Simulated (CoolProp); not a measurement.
Vapour pressure (MPa) of R1234ze(E): the reference equation beside estimates from Tc = 109.4 °C, pc = 3.635 MPa, ω = 0.313. Clausius-Clapeyron is anchored at 30.05 °C with a constant enthalpy of vaporisation of 18.59 kJ/mol.

Computed with CoolProp (reference Helmholtz-energy equation of state, Thol 2016).

| T (°C) | reference | Clausius-Clapeyron | van der Waals | Redlich-Kwong |
|---|---|---|---|---|
| 30.05 | 0.5792 | 0.5792 | 1.335 | 0.8369 |
| 33.75 | 0.6442 | 0.6330 | 1.412 | 0.9126 |
| 37.45 | 0.7147 | 0.6904 | 1.492 | 0.9928 |
| 41.05 | 0.7886 | 0.7498 | 1.573 | 1.075 |
| 44.75 | 0.8704 | 0.8145 | 1.658 | 1.165 |
| 48.45 | 0.9584 | 0.8832 | 1.747 | 1.260 |
| 52.05 | 1.050 | 0.9538 | 1.835 | 1.357 |
| 55.75 | 1.152 | 1.031 | 1.929 | 1.462 |
| 59.45 | 1.260 | 1.111 | 2.026 | 1.572 |

Absolute difference from the reference over all 9 rows, mean and median: Clausius-Clapeyron 6.2 and 6.4 %, van der Waals 92.6 and 90.5 %, Redlich-Kwong 34.2 and 33.8 %.
